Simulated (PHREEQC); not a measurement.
Consider water at 45 °C with 0.00024 mol/kgw CaCl2, 0.0014 mol/kgw Na2SO4 and 0.00016 mol/kgw MgSO4. Closed to the air; pH follows from the charge balance.

Equilibrium calculation in PHREEQC: Pitzer model, pitzer.dat.

The ionic strength comes out as 0.00556 mol/kgw. What activity coefficients do Na+, SO4-2, Cl-, Ca+2, Mg+2 get?

Na+ 0.92, SO4-2 0.70, Cl- 0.92, Ca+2 0.63, Mg+2 0.67. Single-ion values are on the MacInnes scale.

No solid was allowed to form. Species that the database lacks are ignored. At this temperature some constants are extrapolated from 25 °C, and those without enthalpy data are left unchanged.
